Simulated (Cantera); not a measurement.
A Cantera script and its output.

```python
import numpy as np
import cantera as ct

gas = ct.Solution("gri30.yaml")
gas.TPX = 1225, 1333, {'N2O': 1, 'O2': 0.34}
reactor = ct.IdealGasConstPressureReactor(gas, energy="off", clone=False)
net = ct.ReactorNet([reactor])
net.rtol, net.atol = 1e-08, 1e-18
show = ['N2O', 'O2', 'N2', 'NO2', 'NO']
times = np.geomspace(4e-06, 30, 14)

steps = ct.SolutionArray(gas, extra=["t"])
rows = []
print(f"{'t/s':>10s}{'T/K':>9s}{'P/Pa':>11s}" + "".join(f"{s:>11s}" for s in show))
for t in times:
    while net.time < t:
        t_next = net.step()
        steps.append(gas.state, t=t_next)
    rows.append([np.interp(t, steps.t, y) for y in (steps.T, steps.P, *steps(*show).X.T)])
    print(f"{t:10.3e}{rows[-1][0]:9.1f}{rows[-1][1]:11.4g}" + "".join(f"{x:11.3e}" for x in rows[-1][2:]))
rate = np.gradient(steps.T, steps.t)
print("integrator steps:", len(steps.t))
if steps.T.max() > steps.T[0] + 200:
    print(f"time of steepest temperature rise: {steps.t[rate.argmax()]:.4e} s")
gas.TPX = 1225, 1333, {'N2O': 1, 'O2': 0.34}
gas.equilibrate("TP")
print(f"equilibrium (TP): T = {gas.T:.1f} K  " + "  ".join(f"{s} {gas[s].X[0]:.3e}" for s in show))
```

It prints:

```
       t/s      T/K       P/Pa        N2O         O2         N2        NO2         NO
 4.000e-06   1225.0       1333  7.463e-01  2.537e-01  1.960e-08  4.439e-21  1.648e-11
 1.352e-05   1225.0       1333  7.463e-01  2.537e-01  6.673e-08  1.709e-19  1.864e-10
 4.568e-05   1225.0       1333  7.463e-01  2.537e-01  2.311e-07  6.923e-18  2.099e-09
 1.544e-04   1225.0       1333  7.463e-01  2.537e-01  8.397e-07  2.818e-16  2.234e-08
 5.218e-04   1225.0       1333  7.463e-01  2.537e-01  3.348e-06  1.188e-14  2.083e-07
 1.763e-03   1225.0       1333  7.462e-01  2.537e-01  1.395e-05  3.801e-13  1.392e-06
 5.959e-03   1225.0       1333  7.462e-01  2.537e-01  5.247e-05  6.817e-12  6.088e-06
 2.014e-02   1225.0       1333  7.460e-01  2.538e-01  1.829e-04  8.842e-11  2.204e-05
 6.806e-02   1225.0       1333  7.454e-01  2.539e-01  6.235e-04  1.025e-09  7.592e-05
 2.300e-01   1225.0       1333  7.432e-01  2.544e-01  2.109e-03  1.093e-08  2.575e-04
 7.773e-01   1225.0       1333  7.359e-01  2.561e-01  7.088e-03  9.775e-08  8.663e-04
 2.627e+00   1225.0       1333  7.121e-01  2.616e-01  2.347e-02  5.975e-07  2.868e-03
 8.877e+00   1225.0       1333  6.383e-01  2.785e-01  7.409e-02  2.392e-06  9.055e-03
 3.000e+01   1225.0       1333  4.497e-01  3.219e-01  2.036e-01  7.499e-06  2.486e-02
integrator steps: 484
equilibrium (TP): T = 1225.0 K  N2O 1.920e-09  O2 4.564e-01  N2 5.433e-01  NO2 7.395e-07  NO 2.902e-04
```

Computed with Cantera and GRI-Mech 3.0 (53 species, 325 reactions). GRI-Mech 3.0 was tuned for natural gas; its chemistry of N2O as a main component is partial and can be far from experiment. Radical loss at walls, strong at low pressure, is not modelled. The mechanism lacks the step 2 NO + O2 → 2 NO2, which can matter for NO2 below about 1400 K. The temperature is held fixed by assumption; the heat of reaction is taken as removed at once.
